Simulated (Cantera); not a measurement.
**Catalytic stagnation flow on Pt**

A jet of 2.84 % H₂, 10.9 % O₂, 86.2 % N₂, equivalence ratio 0.13 at 300 K and 34000 Pa hits a platinum plate 3.2 cm away at a mass flux of 0.056 kg/m²/s; the plate temperature is set and raised in steps from an oxygen-covered start.

Detailed kinetics in Cantera: Deutschmann's 1995 Pt surface mechanism with GRI-Mech 3.0 gas chemistry. Catalytic surfaces can have several steady states; this one follows from the mechanism file's or the stated starting coverage.

```csv
plate T (K),wall x H₂,wall x O₂,wall x H₂O,wall x OH,θ free Pt,θ O*,θ OH*
600,0.00158,0.0806,0.0519,<1e-8,0.0323,0.958,0.0101
650,0.00157,0.0806,0.0516,<1e-8,0.0341,0.959,0.00681
700,0.00150,0.0806,0.0514,<1e-8,0.0373,0.958,0.00491
750,0.00125,0.0804,0.0516,<1e-8,0.0468,0.949,0.00398
800,0.000886,0.0801,0.0521,<1e-8,0.0693,0.927,0.00361
```
x: mole fraction at the wall; θ: surface coverage.
